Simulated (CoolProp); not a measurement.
Vapour-liquid equilibrium of CH2F2 (R32) (1) + propane (2) at 294.1 K; x and y are mole fractions of (1).

Computed with CoolProp (multi-fluid Helmholtz-energy mixture model, Tillner-Roth 1997 and Lemmon 2009; pair parameters Bell 2016).

```
x     bubble pressure (MPa)  y at the bubble point  dew pressure at overall composition x (MPa)  liquid density (mol/L)
----  ---------------------  ---------------------  -------------------------------------------  ----------------------
0.05                  1.101                  0.218                                       0.9046                     ___
0.15                  1.434                  0.411                                        1.014                   11.67
0.25                  1.628                  0.499                                        1.148                   11.96
0.35                  1.743                  0.552                                        1.314                   12.31
0.45                  1.811                  0.591                                        1.518                   12.77
0.55                    ___                  0.625                                        1.738                   13.37
0.65                  1.869                  0.662                                        1.866                   14.15
0.75                  1.858                  0.707                                          ___                   15.16
0.85                  1.801                  0.774                                        1.710                   16.41
0.95                  1.651                  0.895                                        1.578                   17.93
```

What belongs in the gaps?


- 0.05, liquid density (mol/L): 11.42
- 0.55, bubble pressure (MPa): 1.851
- 0.75, dew pressure at overall composition x (MPa): 1.826

y crosses x between x = 0.65 and 0.75: the model has an azeotrope there.

The pair parameters rest on a limited set of measurements; away from them the model extrapolates. With so large a gap from Raoult's law the liquid may split in two, which this calculation doesn't test in full.
